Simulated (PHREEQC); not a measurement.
## Reverse-osmosis permeate (model solution)

Model water analysis in mg/L, 25 °C, pH 5.8, pe 11.8: Na 0.516; K 0.00123; Ca 1.3; Mg 0.304; Cl 2.35; S(6) as SO4 0.364; Alkalinity as HCO3 2.33; Br 0.0221; Cd 0.00365; Li 0.000899.

Valence states are taken as typed.

Computed with PHREEQC (ion-association model, phreeqc.dat).

The ionic strength is 0.000163 mol/kgw and the charge-balance error comes out as 0.1 %.

```
species  molality  activity   log γ
-------  --------  --------  ------
CO2      0.000140  0.000140   0.000
Cl-       6.63e-5   6.53e-5  -0.006
HCO3-     3.98e-5   3.92e-5  -0.006
Ca+2      3.24e-5   3.06e-5  -0.025
Na+       2.24e-5   2.21e-5  -0.006
Mg+2      1.25e-5   1.18e-5  -0.025
```

Precipitation was switched off in this run.
